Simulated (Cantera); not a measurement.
Transport properties of process gases

Gas mixture: H2O : NH3 = 0.11 : 0.73 (molar parts), at 8.25 Torr, frozen composition.

Cantera's kinetic-theory transport with the Lennard-Jones parameters of GRI-Mech 3.0, ideal gas; thermal conductivity in the multicomponent form. Polar gases are described roughly by these parameters. The composition is frozen, though it would react at the higher temperatures.

```json
[
 {"T (K)": "400", "ρ (kg/m³)": "0.00568", "cp (J/kg/K)": "2219", "μ (µPa s)": "13.9", "λ (mW/m/K)": "43.4", "Pr": "0.712", "D (cm²/s) C2H2": "27.0", "D (cm²/s) CH3": "36.2", "D (cm²/s) CO2": "25.9"},
 {"T (K)": "600", "ρ (kg/m³)": "0.00378", "cp (J/kg/K)": "2573", "μ (µPa s)": "21.0", "λ (mW/m/K)": "75.6", "Pr": "0.714", "D (cm²/s) C2H2": "58.4", "D (cm²/s) CH3": "77.1", "D (cm²/s) CO2": "56.7"},
 {"T (K)": "800", "ρ (kg/m³)": "0.00284", "cp (J/kg/K)": "2891", "μ (µPa s)": "27.7", "λ (mW/m/K)": "112", "Pr": "0.718", "D (cm²/s) C2H2": "98.8", "D (cm²/s) CH3": "129", "D (cm²/s) CO2": "96.7"},
 {"T (K)": "1000", "ρ (kg/m³)": "0.00227", "cp (J/kg/K)": "3178", "μ (µPa s)": "34.0", "λ (mW/m/K)": "150", "Pr": "0.721", "D (cm²/s) C2H2": "147", "D (cm²/s) CH3": "191", "D (cm²/s) CO2": "145"},
 {"T (K)": "1200", "ρ (kg/m³)": "0.00189", "cp (J/kg/K)": "3422", "μ (µPa s)": "39.8", "λ (mW/m/K)": "188", "Pr": "0.724", "D (cm²/s) C2H2": "202", "D (cm²/s) CH3": "262", "D (cm²/s) CO2": "200"},
 {"T (K)": "1400", "ρ (kg/m³)": "0.00162", "cp (J/kg/K)": "3632", "μ (µPa s)": "45.3", "λ (mW/m/K)": "227", "Pr": "0.726", "D (cm²/s) C2H2": "264", "D (cm²/s) CH3": "341", "D (cm²/s) CO2": "261"},
 {"T (K)": "1600", "ρ (kg/m³)": "0.00142", "cp (J/kg/K)": "3810", "μ (µPa s)": "50.5", "λ (mW/m/K)": "264", "Pr": "0.728", "D (cm²/s) C2H2": "332", "D (cm²/s) CH3": "427", "D (cm²/s) CO2": "329"},
 {"T (K)": "1800", "ρ (kg/m³)": "0.00126", "cp (J/kg/K)": "3960", "μ (µPa s)": "55.4", "λ (mW/m/K)": "301", "Pr": "0.729", "D (cm²/s) C2H2": "406", "D (cm²/s) CH3": "521", "D (cm²/s) CO2": "403"}
]
```
D: mixture-averaged diffusion coefficient of that species in the mixture.
